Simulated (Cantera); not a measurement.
Input (Python, Cantera) and output of one run.

```python
import numpy as np
import cantera as ct

gas_names = """
    AL ALCL ALCL2 ALCL3 ALH ALN AL2 AL2CL6 CL CL2 H HCL H2 N NH NH2 NH3 N2 N2H2 N2H4
""".split()
cond_names = """
    AL(cr) AL(L) ALCL3(s) ALCL3(L) ALN(s) NH4CL(a) NH4CL(b)
""".split()


# ... load() reads the species with a 1 bar reference pressure and builds the phases ...
atoms = {
    'AlCl3': {'AL': 1, 'CL': 3},
    'HCl': {'H': 1, 'CL': 1},
    'H2': {'H': 2},
    'NH3': {'N': 1, 'H': 3},
}
top_T = {'ALN(s)': 2750}  # K; cautious upper limits of use, not melting points


# ... equilibrate(T, P, feed) seeds the gas with the atoms and calls Mixture.equilibrate('TP', solver="vcs", rtol=1e-11, max_steps=5000) ...
results = []
feed = {'AlCl3': 1, 'HCl': 6.3, 'H2': 210, 'NH3': 36}  # mol
T = 1323.15  # K
P = 133.322  # Pa
mix = equilibrate(T, P, feed)
results.append((T, P, feed, dict(zip(mix.species_names, mix.species_moles))))
print(gas.report(threshold=0.001))
for i in range(1, mix.n_phases):
    print(f"{mix.phase(i).name:16s} {mix.phase_moles(i):12.5e} mol")
```

Result:

```
       temperature   1323.2 K
          pressure   133.32 Pa
           density   5.8291e-05 kg/m^3
  mean mol. weight   4.81 kg/kmol
   phase of matter   gas

                          1 kg             1 kmol
                     ---------------   ---------------
          enthalpy        5.7262e+06        2.7543e+07  J
   internal energy         3.439e+06        1.6541e+07  J
           entropy             49679        2.3896e+05  J/K
    Gibbs function       -6.0007e+07       -2.8863e+08  J
 heat capacity c_p              6634             31910  J/K
 heat capacity c_v            4905.5             23595  J/K

                      mass frac. Y      mole frac. X     chem. pot. / RT
                     ---------------   ---------------   ---------------
              ALCL          0.016922         0.0013037           -48.484
             ALCL3          0.036822         0.0013284            -110.9
               HCL            0.1983          0.026163           -43.689
                H2           0.38097           0.90896           -24.961
                N2           0.36039          0.061879           -35.038
     [  +15 minor]         0.0065918        0.00036567

AL(L)             0.00000e+00 mol
ALCL3(L)          0.00000e+00 mol
ALN(s)            1.43780e-01 mol
```

These are equilibrium values from Cantera (NASA tables, ideal gas, pure condensed phases), not measurements of a reactor. The tables' values for AlCl2 are old estimates; treat these amounts as uncertain.
